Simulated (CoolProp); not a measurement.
R410A along the isobar 40.5 bar: Z from the reference equation and from simpler models built on Tc = 71.3 °C, pc = 49.01 bar, ω = 0.296; each cubic takes its own stable root.

Model: reference Helmholtz-energy equation of state, Lemmon 2003, in CoolProp. It is a pseudo-pure fit of the blend.

| T (°C) | phase | reference |
|---|---|---|
| -28.65 | liquid | 0.1124 |
| -0.25 | liquid | 0.1091 |
| 28.15 | liquid | 0.1102 |
| 84.85 | gas | 0.6745 |
| 113.25 | gas | 0.7774 |
| 141.65 | gas | 0.8377 |
| 170.05 | gas | 0.8781 |
| 198.45 | gas | 0.9067 |
| 226.85 | gas | 0.9280 |

### Question
How far does each simpler model (van der Waals, Redlich-Kwong, Soave-Redlich-Kwong, Peng-Robinson) lie from the reference over these 9 states: mean and median of the absolute difference, and the worst?

### Answer
- van der Waals: mean 27.5 %, median 2.8 %, worst +78.3 % at -28.65 °C and 40.5 bar
- Redlich-Kwong: mean 9.9 %, median 1.7 %, worst +29.8 % at 28.15 °C and 40.5 bar
- Soave-Redlich-Kwong: mean 8.4 %, median 2.3 %, worst +23.0 % at 28.15 °C and 40.5 bar
- Peng-Robinson: mean 2.5 %, median 0.7 %, worst +8.7 % at 28.15 °C and 40.5 bar
